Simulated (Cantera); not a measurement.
A closed system holds: 1 mol Fe(CO)5, 22 mol N2, at 1075 K and 13.3 mbar.

Equilibrium computed with Cantera from the NASA thermochemical tables; the gas is ideal and each condensed phase is pure. Candidate condensed phases: C, Fe, Fe(CO)5, FeO, Fe2O3, Fe3O4; 27 gas species. Condensed phases not in the tables: cementite and carbon dissolved in iron. Kinetics and transport are ignored.

Base state: N2 0.815, CO 0.185, CO2 6.21e-5 (mole fractions); condensed: C(graphite) + Fe(α).

### Question
What changes in the equilibrium state with this change: N2 from 22 to 0.34 mol?

### Answer
| species | before | after |
|---|---|---|
| CO | 0.185 | 0.935 |
| N2 | 0.815 | 0.0638 |
| CO2 | 6.21e-5 | 0.00158 |
| C(graphite), mol | 0.00168 | 0.00844 |
| Fe(α), mol | 1.00 | 1.00 |
